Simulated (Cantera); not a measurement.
Feed: 1 mol c-C4F8, 0.19 mol Si, 0.063 mol HCl, equilibrated at 2350 K and 0.000570 bar.

Method: chemical equilibrium by Gibbs-energy minimisation in Cantera with the NASA 1993 tables (ideal gas, pure condensed phases). Candidate condensed phases: C, C6H6, C7H8, C8H18, Si, SiC; 143 gas species. The feed counts by its element totals alone. The tables' values for SiF3 are old estimates; treat these amounts as uncertain. The numbers say what is thermodynamically allowed, not how fast it happens.

Base state: F 0.807, CF2 0.128, SiF4 0.0282, CF 0.0161, Cl 0.00950, HF 0.00950, CF4 0.000559, CF3 0.000508 (mole fractions); condensed: C(graphite).

Question: What changes in the equilibrium state with this change: HCl from 0.063 to 0.41 mol?

Answer: 
| species | before | after |
|---|---|---|
| F | 0.807 | 0.735 |
| CF2 | 0.128 | 0.107 |
| Cl | 0.00950 | 0.0579 |
| HF | 0.00950 | 0.0579 |
| CF | 0.0161 | 0.0147 |
| SiF4 | 0.0282 | 0.0264 |
| H | 4.43e-6 | 2.97e-5 |
| CF4 | 0.000559 | 0.000386 |
| CF3 | 0.000508 | 0.000385 |
| SiF3 | 0.000436 | 0.000447 |
| C | 3.25e-5 | 3.25e-5 |
| C(graphite), mol | 3.03 | 3.13 |

Question: What changes in the equilibrium state with this change: Si from 0.19 to 0.06 mol?

Answer: 
```json
[
 {"species": "F", "before": "0.807", "after": "0.822"},
 {"species": "CF2", "before": "0.128", "after": "0.133"},
 {"species": "CF", "before": "0.0161", "after": "0.0164"},
 {"species": "SiF4", "before": "0.0282", "after": "0.00852"},
 {"species": "SiF3", "before": "0.000436", "after": "0.000129"},
 {"species": "CF4", "before": "0.000559", "after": "0.000604"},
 {"species": "C(graphite), mol", "before": "3.03", "after": "2.95"}
]
```

Question: What changes in the equilibrium state with this change: temperature from 2350 K to 2448.15 K?

Answer: 
```csv
species,before,after
F,0.807,0.861
CF2,0.128,0.0695
SiF4,0.0282,0.0258
CF,0.0161,0.0239
CF4,0.000559,5.37e-5
SiF2,1.47e-6,1.33e-5
"C(graphite), mol",3.03,3.33
```
The tables' values for SiF3, SiF2 are old estimates; treat these amounts as uncertain.
